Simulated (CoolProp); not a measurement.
The numbers come from the reference Helmholtz-energy equation of state, Akasaka 2023 in CoolProp.

Question: For R1224YDZ, give the phase and the Z, speed of sound (m/s), Joule-Thomson coefficient (K/MPa), expansivity (1/kK) at 428.7 K and 3.96 MPa.

Answer: 
- 428.7 K and 3.96 MPa: supercritical; Z 0.200, speed of sound 149, Joule-Thomson coefficient 3.13, expansivity 14.5
